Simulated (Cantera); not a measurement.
# Equilibrium for silicon oxide and oxynitride deposition: Si₂H₆ + H₂O + O₃

A closed system holds: 1 mol Si₂H₆, 9 mol H₂O, a varied amount of O₃, equilibrated at 427 °C and 0.188 Torr.

Method: chemical equilibrium by Gibbs-energy minimisation in Cantera with the NASA 1993 tables (ideal gas, pure condensed phases). Candidate condensed phases: H₂O, Si, SiO₂; 18 gas species. The feed counts by its element totals alone. Equilibrium is a limit: real reactors are often held back by kinetics, nucleation or transport.

```json
[
 {"n(O₃) (mol)": "0.21", "x H₂O": "0.469", "x H₂": "0.531", "x O₂": "<1e-12", "n SiO₂(α-quartz)": "2.00"},
 {"n(O₃) (mol)": "0.32", "x H₂O": "0.497", "x H₂": "0.503", "x O₂": "<1e-12", "n SiO₂(α-quartz)": "2.00"},
 {"n(O₃) (mol)": "0.47", "x H₂O": "0.534", "x H₂": "0.466", "x O₂": "<1e-12", "n SiO₂(α-quartz)": "2.00"},
 {"n(O₃) (mol)": "0.71", "x H₂O": "0.594", "x H₂": "0.406", "x O₂": "<1e-12", "n SiO₂(α-quartz)": "2.00"},
 {"n(O₃) (mol)": "1.1", "x H₂O": "0.692", "x H₂": "0.308", "x O₂": "<1e-12", "n SiO₂(α-quartz)": "2.00"},
 {"n(O₃) (mol)": "1.6", "x H₂O": "0.817", "x H₂": "0.183", "x O₂": "<1e-12", "n SiO₂(α-quartz)": "2.00"},
 {"n(O₃) (mol)": "2.3", "x H₂O": "0.992", "x H₂": "0.00833", "x O₂": "<1e-12", "n SiO₂(α-quartz)": "2.00"},
 {"n(O₃) (mol)": "3.5", "x H₂O": "0.873", "x H₂": "<1e-12", "x O₂": "0.127", "n SiO₂(α-quartz)": "2.00"},
 {"n(O₃) (mol)": "5.2", "x H₂O": "0.736", "x H₂": "<1e-12", "x O₂": "0.264", "n SiO₂(α-quartz)": "2.00"}
]
```
x: gas mole fraction; n: condensed amount in mol.

From 0.21 mol O₃ to 5.2 mol O₃ the condensed part is SiO₂(α-quartz).
